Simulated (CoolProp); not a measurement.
Vapour-liquid equilibrium of fluoroethane (R161) (1) + R134a (2) at 0.965 MPa; x and y are mole fractions of (1).

The numbers come from the multi-fluid Helmholtz-energy mixture model, Wu 2012 and Tillner-Roth 1994; pair parameters Bell 2016 in CoolProp.

| x | bubble temperature (°C) | y at the bubble point | dew temperature at overall composition x (°C) | liquid density (mol/L) |
|---|---|---|---|---|
| 0.05 | 37.7 | 0.058 | 37.7 | 11.46 |
| 0.15 | 36.8 | 0.174 | 37.0 | 11.76 |
| 0.25 | 35.8 | 0.288 | 36.2 | 12.06 |
| 0.35 | 34.8 | 0.399 | 35.3 | 12.38 |
| 0.45 | 33.7 | 0.507 | 34.3 | 12.71 |
| 0.55 | 32.5 | 0.611 | 33.2 | 13.05 |
| 0.65 | 31.3 | 0.709 | 32.1 | 13.40 |
| 0.75 | 30.0 | 0.801 | 30.7 | 13.76 |
| 0.85 | 28.7 | 0.886 | 29.3 | 14.14 |
| 0.95 | 27.3 | 0.964 | 27.5 | 14.53 |

No azeotrope shows between x = 0.05 and 0.95.

The pair parameters rest on a limited set of measurements; away from them the model extrapolates.
